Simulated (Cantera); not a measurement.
Feed: 1 mol Si, 13 mol HBr, 58 mol N2, held at 1523.15 K and 1330 Pa.

Method: chemical equilibrium by Gibbs-energy minimisation in Cantera with the NASA 1993 tables (ideal gas, pure condensed phases). Candidate condensed phases: Br2, Si, Si3N4; 28 gas species. The tables' values for SiBr3 are old estimates; treat these amounts as uncertain. Equilibrium is a limit: real reactors are often held back by kinetics, nucleation or transport.

Base state: N2 0.811, HBr 0.136, H2 0.0231, Br 0.0165, SiBr2 0.0128, SiBr3 0.000627, SiBr4 0.000537, Br2 3.18e-5 (mole fractions); condensed: gas only.

Question: What changes in the equilibrium state with this change: pressure from 1330 Pa to 3.20 Pa?

Answer: 
| species | before | after |
|---|---|---|
| N2 | 0.811 | 0.779 |
| Br | 0.0165 | 0.0904 |
| H2 | 0.0231 | 0.0580 |
| HBr | 0.136 | 0.0577 |
| SiBr2 | 0.0128 | 0.0132 |
| Si | 8.75e-9 | 5.21e-5 |
| SiBr4 | 0.000537 | 9.58e-8 |
The tables' values for SiBr are old estimates; treat these amounts as uncertain.
